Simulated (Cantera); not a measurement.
## Adiabatic ignition

An adiabatic, constant-volume homogeneous reactor starts with 2.22 % C3H8, 20.6 % O2, 77.2 % N2, equivalence ratio 0.54, at 950 K and 13.8 atm.

Detailed kinetics in Cantera: GRI-Mech 3.0 (53 species, 325 reactions). GRI-Mech 3.0 was tuned for natural gas; its chemistry of propane as a main component is partial and can be far from experiment. The pressure lies above the range GRI-Mech 3.0 was tuned for (to about 10 atm). Below about 1000 K GRI-Mech 3.0 lacks low-temperature oxidation paths.

```
t (s)     T (K)  P (bar)  x C3H8    x O2     x CH4    x C2H4   x C2H     x H2O
--------  -----  -------  ------  ------  --------  --------  ------  --------
5.00e-6     950     14.0  0.0222   0.206  3.22e-12  2.49e-10  <1e-12  1.02e-12
2.26e-5     950     14.0  0.0222   0.206  8.67e-11   1.47e-9  <1e-12  2.81e-11
0.000103    950     14.0  0.0222   0.206   1.99e-9   9.45e-9  <1e-12  6.62e-10
0.000464    950     14.0  0.0222   0.206   4.90e-8   1.05e-7  <1e-12   1.74e-8
0.00210     950     14.0  0.0222   0.206   1.22e-6   1.96e-6  <1e-12   4.81e-7
0.00952     950     14.0  0.0222   0.205   1.26e-5   2.00e-5  <1e-12   5.76e-6
0.0431      950     14.0  0.0220   0.205   9.22e-5  0.000160  <1e-12   5.65e-5
0.195      2391     36.1  <1e-12  0.0859    <1e-12    <1e-12  <1e-12    0.0850
0.883      2391     36.1  <1e-12  0.0859    <1e-12    <1e-12  <1e-12    0.0850
4.00       2391     36.1  <1e-12  0.0859    <1e-12    <1e-12  <1e-12    0.0850
```
x: mole fraction; the columns are a selection and need not sum to one.

| Item | Value |
|---|---|
| time of steepest temperature rise | 0.120 s |
| temperature at 4.00 s | 2391 K |
| equilibrium temperature | 2391 K |
| x(C3H8) at 4.00 s | <1e-12 (gas-phase equilibrium <1e-12) |
| x(O2) at 4.00 s | 0.0859 (gas-phase equilibrium 0.0859) |
| x(CH4) at 4.00 s | <1e-12 (gas-phase equilibrium <1e-12) |
